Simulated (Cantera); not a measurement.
Cantera run, input and output.

```python
import numpy as np
import cantera as ct

gas = ct.Solution("h2o2.yaml")
gas.TPX = 300, 100000, {'H2': 1, 'O2': 0.192, 'N2': 0.615}
flame = ct.FreeFlame(gas, width=0.04)
flame.set_refine_criteria(ratio=3, slope=0.08, curve=0.16)
flame.transport_model = "mixture-averaged"
flame.solve(loglevel=0, auto=True)
flame.transport_model = "multicomponent"
flame.soret_enabled = False
flame.solve(loglevel=0, refine_grid=True)
z, T = flame.grid, flame.T
thick = (T[-1] - T[0]) / np.gradient(T, z).max()
show = ['H2', 'O2', 'H2O2', 'HO2', 'H', 'H2O']
print(f"laminar burning velocity  {flame.velocity[0] * 100:.3f} cm/s")
print(f"burnt temperature         {T[-1]:.1f} K")
print(f"thermal thickness         {thick * 1e3:.4f} mm")
print(f"grid points               {len(z)}")
z0 = z[flame.heat_release_rate.argmax()]
print(f"{'z/mm':>9s}{'T/K':>9s}{'u/(m/s)':>9s}" + "".join(f"{s:>11s}" for s in show))
rows = []
for k in (-3, -2, -1.5, -1, -0.5, -0.25, 0, 0.25, 0.5, 1, 2, 4, 8):
    zz = z0 + k * thick
    rows.append([k * thick, np.interp(zz, z, T), np.interp(zz, z, flame.velocity),
                 *(np.interp(zz, z, flame.X[gas.species_index(s)]) for s in show)])
    print(f"{rows[-1][0] * 1e3:9.3f}{rows[-1][1]:9.1f}{rows[-1][2]:9.3f}" + "".join(f"{x:11.3e}" for x in rows[-1][3:]))
```

It prints:

```
laminar burning velocity  291.014 cm/s
burnt temperature         1946.0 K
thermal thickness         0.3528 mm
grid points               129
     z/mm      T/K  u/(m/s)         H2         O2       H2O2        HO2          H        H2O
   -1.058    300.0    2.910  5.534e-01  1.063e-01  8.880e-14  8.079e-13  1.567e-17  6.909e-12
   -0.706    300.0    2.910  5.534e-01  1.063e-01  7.882e-12  7.057e-11  1.226e-15  5.446e-10
   -0.529    300.0    2.910  5.534e-01  1.063e-01  4.080e-10  3.595e-09  2.081e-13  2.422e-08
   -0.353    300.5    2.915  5.533e-01  1.063e-01  1.742e-08  1.493e-07  4.446e-11  8.930e-07
   -0.176    339.1    3.269  5.497e-01  1.067e-01  1.587e-05  1.283e-04  5.038e-06  6.634e-04
   -0.088    631.6    5.938  5.231e-01  9.950e-02  8.202e-05  2.861e-04  3.263e-03  2.190e-02
    0.000   1017.7    9.312  4.625e-01  7.593e-02  1.120e-05  9.933e-05  2.221e-02  7.813e-02
    0.088   1292.7   11.664  3.900e-01  3.697e-02  7.748e-07  4.039e-05  4.887e-02  1.564e-01
    0.176   1436.3   12.897  3.506e-01  1.140e-02  3.346e-07  1.193e-05  6.213e-02  2.061e-01
    0.353   1551.0   13.851  3.401e-01  8.761e-04  1.671e-07  8.508e-07  5.991e-02  2.277e-01
    0.706   1649.2   14.634  3.478e-01  6.046e-05  1.145e-07  6.510e-08  4.764e-02  2.308e-01
    1.411   1741.5   15.352  3.570e-01  2.883e-05  6.675e-08  3.453e-08  3.454e-02  2.325e-01
    2.822   1818.2   15.936  3.648e-01  1.444e-05  3.297e-08  1.904e-08  2.319e-02  2.342e-01
```

Model: the H2/O2 subset of GRI-Mech 3.0, which has no nitrogen chemistry, integrated in Cantera. Burning velocities carry a grid error of a few per cent, more on coarse grids.
